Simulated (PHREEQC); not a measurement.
PHREEQC input (ion-association model, phreeqc.dat):

```
SOLUTION_SPECIES
  CO3-2 + 10 H+ + 8 e- = CH4 + 3 H2O  # shut off: no methane
    -log_k -100
    -delta_h 0
    -analytic -100
SOLUTION 1
  temp 25
  units mol/kgw
  pH 7 charge
  C(4) 0.32
  Na 0.32
END
SELECTED_OUTPUT 1
  -reset false
  -pH true
  -pe true
  -ionic_strength true
  -water true
  -totals C Na C(-4) C(4)
  -molalities H+ Na+ CO3-2 OH- HCO3- CO2 (CO2)2 NaOH NaCO3- NaHCO3
USER_PUNCH 1
  -headings p_CO2(g) phi_CO2(g) p_H2O(g) phi_H2O(g) density
  10 PUNCH PR_P("CO2(g)"), PR_PHI("CO2(g)"), PR_P("H2O(g)"), PR_PHI("H2O(g)"), RHO
PRINT
  -reset false
USE solution 1
REACTION_TEMPERATURE 1
  10
GAS_PHASE 1
  -fixed_pressure
  -pressure 10
  -temperature 10
  -volume 20
  CO2(g) 10
  H2O(g) 0
END
# ... the last block is repeated for the other 8 points of T (°C)
```

Selected output (columns that matter, 9 of 9 rows; T (°C) added in front):

```
T (°C)	pH	mu	C	Na	m_H+	m_Na+	m_OH-	m_HCO3-	m_CO2	p_CO2(g)	phi_CO2(g)	p_H2O(g)	phi_H2O(g)	density
10	6.1004	0.29338	0.78877	0.3201	1.0084e-06	0.29335	5.3862e-09	0.29326	0.4638	9.9864	0.93627	0.013585	0.89409	1.0246
20	6.1536	0.29498	0.66355	0.32016	8.9524e-07	0.29493	1.4275e-08	0.29478	0.33966	9.9745	0.94254	0.025495	0.90307	1.0212
30	6.2149	0.29645	0.58328	0.32025	7.8025e-07	0.29638	3.5521e-08	0.29611	0.2601	9.9543	0.94808	0.04571	0.91098	1.0174
40	6.2826	0.29778	0.52945	0.3204	6.704e-07	0.29769	8.3435e-08	0.29722	0.20677	9.9213	0.95301	0.078652	0.91793	1.0131
50	6.3552	0.29898	0.49183	0.32062	5.6958e-07	0.29885	1.8589e-07	0.29802	0.1696	9.8696	0.95741	0.1304	0.92401	1.0083
60	6.432	0.29998	0.46449	0.32095	4.7956e-07	0.29981	3.9461e-07	0.29837	0.14275	9.791	0.96135	0.20904	0.92926	1.003
70	6.5121	0.30071	0.44376	0.32143	4.0075e-07	0.3005	8.014e-07	0.29803	0.1227	9.675	0.9649	0.32498	0.93373	0.9973
80	6.5952	0.30105	0.42723	0.32212	3.3273e-07	0.30079	1.5629e-06	0.2967	0.10722	9.5087	0.96812	0.49128	0.93744	0.9911
90	6.681	0.30086	0.41324	0.3231	2.7459e-07	0.30055	2.9372e-06	0.294	0.094809	9.2761	0.97107	0.72391	0.94042	0.98447
```

Complexes and solids missing from the database can't appear. Constants without temperature data keep their 25 °C values here.
